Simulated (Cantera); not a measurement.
Catalytic combustion on Pt

An isothermal plug-flow reactor at 1200 K and 0.888 atm (inlet), inlet velocity 2.5 m/s, active area per volume 3300 1/m; feed 0.768 % CH4, 2.29 % O2, 90.5 % N2, 6.42 % H2O, equivalence ratio 0.67.

Cantera simulation using Deutschmann's 1995 Pt surface mechanism with GRI-Mech 3.0 gas chemistry; the numbers are that mechanism's predictions, not measurements. Catalytic surfaces can have several steady states; this one follows from the mechanism file's or the stated starting coverage. Mass transfer to the wall is taken as infinitely fast.

```csv
z (m),x CH4,x O2,x H2O,x CO2,x CO,θ free Pt,θ O*,θ OH*
0.00013,0.00669,0.0210,0.0661,0.000962,1.24e-5,0.551,0.446,0.00303
0.00029,0.00562,0.0189,0.0682,0.00202,1.07e-5,0.557,0.440,0.00307
0.00062,0.00387,0.0154,0.0717,0.00375,7.61e-6,0.569,0.428,0.00313
0.0013,0.00171,0.0111,0.0760,0.00589,3.56e-6,0.587,0.410,0.00320
0.0029,0.000219,0.00813,0.0790,0.00738,4.82e-7,0.603,0.393,0.00324
0.0062,3.23e-6,0.00769,0.0794,0.00760,1.18e-8,0.606,0.391,0.00325
0.013,1.68e-8,0.00767,0.0794,0.00761,3.38e-9,0.606,0.391,0.00325
```
x: gas mole fraction; θ: surface coverage.
